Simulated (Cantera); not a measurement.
Input: 1 mol PbO, 160 mol H₂, held at 1.10 mbar.

Method: chemical equilibrium by Gibbs-energy minimisation in Cantera with the NASA 1993 tables (ideal gas, pure condensed phases). Candidate condensed phases: H₂O, Pb, PbO, PbO₂, Pb₃O₄; 12 gas species. Rates play no part. All values below are at 1873 K.

Base state: H₂ 0.969, H 0.0192, Pb 0.00615, H₂O 0.00614 (mole fractions); condensed: gas only.

Q: What changes in the equilibrium state with this change: PbO replaced by Cr₂O₃?

A: 
```tsv
species	before	after
H₂	0.969	0.951
H	0.0192	0.0190
H₂O	0.00614	0.0182
Cr	0	0.0121
Pb	0.00615	0
CrO	0	0.000134
OH	9.43e-6	2.82e-5
```
Further candidate phases: Cr, Cr₂O₃.

Q: What changes in the equilibrium state with this change: H₂ from 160 to 0.89 mol?

A: 
| species | before | after |
|---|---|---|
| Pb | 0.00615 | 0.476 |
| H₂O | 0.00614 | 0.446 |
| PbO | 1.07e-7 | 0.0448 |
| H₂ | 0.969 | 0.0130 |
| O₂ | <1e-9 | 0.0114 |
| H | 0.0192 | 0.00222 |
| O | 1.41e-7 | 0.000762 |
| OH | 9.43e-6 | 0.00590 |
